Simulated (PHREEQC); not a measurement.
Solution (25 °C): 25 mmol/kgw CdSO4, 20 mmol/kgw NaCl and 0.58 mmol/kgw H2SO4. It is in equilibrium with CO2 at log p = -2 (atm). Otherwise closed; pH follows from the charge balance.

The numbers come from PHREEQC with the ion-association model, phreeqc.dat.

Each row changes one thing in this solution. Precipitation was switched off in this run.

```tsv
case	pH	ionic strength (mol/kgw)	SO4-2 (mol/kgw)	Cl- (mol/kgw)	Cd+2 (mol/kgw)	CdSO4 (mol/kgw)	SI of Otavite (CdCO3)	SI of Halite (NaCl)
as made	3.22	0.0733	0.0147	0.0139	0.0105	0.00738	-3.97	-5.34
0.016 mol/kgw LiNO3 added	3.22	0.0907	0.0150	0.0140	0.0110	0.00688	-3.99	-5.35
CdSO4 from 0.025 to 0.125 mol/kgw	3.37	0.239	0.0405	0.00837	0.0495	0.0449	-3.14	-5.65
temperature from 25 to 35 °C	3.26	0.0728	0.0146	0.0139	0.0104	0.00751	-3.90	-5.35
diluted 100-fold with water	4.72	0.00117	0.000243	0.000196	0.000234	1.21e-5	-2.30	-9.01
```
